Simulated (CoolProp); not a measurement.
Vapour-liquid equilibrium of R22 (1) + C3F8 (R218) (2) at -51.75 °C; x and y are mole fractions of (1).

Model: multi-fluid Helmholtz-energy mixture model, Kamei 1995 and Lemmon 2006; pair parameters Bell 2016, in CoolProp.

| x | bubble pressure, mixture model (bar) | bubble pressure, Raoult's law (bar) | y, mixture model | y, Raoult's law |
|---|---|---|---|---|
| 0.05 | 0.5662 | 0.4927 | 0.176 | 0.060 |
| 0.125 | 0.6579 | 0.5004 | 0.335 | 0.147 |
| 0.2 | … | 0.5080 | 0.430 | 0.232 |
| 0.275 | 0.7639 | 0.5156 | 0.490 | 0.314 |
| 0.35 | 0.7894 | 0.5232 | 0.529 | 0.394 |
| 0.425 | 0.8035 | 0.5308 | 0.556 | 0.472 |
| 0.5 | 0.8103 | 0.5385 | 0.575 | 0.547 |
| 0.575 | 0.8127 | 0.5461 | … | 0.620 |
| 0.65 | 0.8119 | 0.5537 | … | 0.692 |
| 0.725 | 0.8070 | 0.5613 | 0.622 | 0.761 |
| 0.8 | 0.7935 | 0.5689 | 0.651 | 0.829 |
| 0.875 | 0.7606 | 0.5766 | 0.706 | 0.894 |
| 0.95 | 0.6850 | 0.5842 | 0.825 | 0.958 |

**Question.** What belongs in the gaps?

**Answer.** 
- 0.2, bubble pressure, mixture model (bar): 0.7220
- 0.575, y, mixture model: 0.590
- 0.65, y, mixture model: 0.604

The largest gap from Raoult's law is +51.4 % in bubble pressure, at x = 0.425. y crosses x between x = 0.575 and 0.65: the model has an azeotrope there.

The pair parameters rest on a limited set of measurements; away from them the model extrapolates. With so large a gap from Raoult's law the liquid may split in two, which this calculation doesn't test in full.
